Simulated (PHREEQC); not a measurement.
A solution holds 7.6 mmol/kgw H2SO4 and 0.0044 mmol/kgw Na2SeO3, at 25 °C. Closed to the air; pH follows from the charge balance.

Computed with PHREEQC (ion-association model, wateq4f.dat).

No solid was allowed to form.

### Question
Predict the pH, ionic strength.

### Answer
pH 1.97; ionic strength 0.0164 mol/kgw.

### Question
In which forms is Se present?

### Answer
H2SeO3 84 %, HSeO3- 16 % of the Se.
